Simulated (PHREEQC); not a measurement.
PHREEQC input (ion-association model, phreeqc.dat):

```
SOLUTION_SPECIES
  SO4-2 + 9 H+ + 8 e- = HS- + 4 H2O  # shut off: sulfate is not reduced
    -log_k -100
    -delta_h 0
    -analytic -100
SOLUTION 0
  temp 40
  units mmol/kgw
  pH 7 charge
  S(6) 4.7
  Zn 4.7
  Cl 222.01
  Ca 92
  Mn(2) 19
SOLUTION 1-40
  temp 40
  units mmol/kgw
  pH 7 charge
  Br 6.3
  K 105.3
  Cl 99.01
END
EXCHANGE 1-40
  X 0.3
  -equilibrate 1
END
SELECTED_OUTPUT 1
  -reset false
  -pH true
  -pe true
  -ionic_strength true
  -water true
  -step true
  -totals Br Ca Cl K Mn S Zn Mn(2) Mn(3) S(-2)
    S(6)
  -molalities CaX2 MnX2 KX ZnX2
  -saturation_indices Gypsum Pyrochroite Sylvite Zn(OH)2(e)
PRINT
  -reset false
TRANSPORT
  -cells 40
  -shifts 198
  -lengths 0.005
  -time_step 3600
  -dispersivities 0.007
  -boundary_conditions flux flux
  -correct_disp true
  -punch_cells 40
  -punch_frequency 6
END
```

Selected output (columns that matter, 10 of 34 rows; pore volumes added in front):

```
pore volumes	pH	mu	Br	Ca	Cl	K	Mn	S	Zn	m_CaX2	si_Gypsum	si_Pyrochroite	si_Sylvite	si_Zn(OH)2(e)
0	5.0863	0.10531	0.0063	0	0.09901	0.1053	0	0	0	0	-1000	-1000	-3.1958	-1000
0.6125	5.0906	0.11069	0.0060362	2.6678e-13	0.10416	0.11058	3.9201e-08	0.00019677	4.8782e-12	1.1124e-12	-12.7	-12.915	-3.1571	-13.165
1.0625	5.1335	0.18871	0.0022626	0.00018882	0.17784	0.18072	0.0024169	0.0030121	8.9922e-05	0.00028192	-2.8782	-8.1508	-2.7627	-5.9414
1.6625	5.1285	0.25006	0.0001252	0.013924	0.21957	0.17094	0.013258	0.0046066	0.0017937	0.016774	-0.9807	-7.4699	-2.7277	-4.7087
2.2625	5.1146	0.28139	3.3753e-06	0.041786	0.22194	0.10659	0.01723	0.0046975	0.0033586	0.055961	-0.5803	-7.3934	-2.9414	-4.4753
2.7125	5.1096	0.30109	1.8539e-07	0.061346	0.22201	0.064073	0.018273	0.0046999	0.0040424	0.086053	-0.458	-7.3831	-3.1693	-4.411
3.3125	5.107	0.31837	3.4275e-09	0.078709	0.22201	0.02748	0.018775	0.0047	0.0044761	0.11364	-0.384	-7.3811	-3.5425	-4.3774
3.9125	5.1062	0.32662	5.8872e-11	0.087034	0.22201	0.010213	0.018929	0.0047	0.00463	0.12706	-0.3554	-7.3812	-3.9748	-4.3667
4.3625	5.106	0.32934	2.7198e-12	0.089784	0.22201	0.0045474	0.01897	0.0047	0.0046716	0.13151	-0.3467	-7.3813	-4.327	-4.364
4.9625	5.106	0.33083	4.4166e-14	0.091292	0.22201	0.0014519	0.018991	0.0047	0.0046917	0.13395	-0.3421	-7.3813	-4.8233	-4.3627
```

Away from 25 °C the constants follow the database's enthalpies or fits; those with neither stay at their 25 °C values.
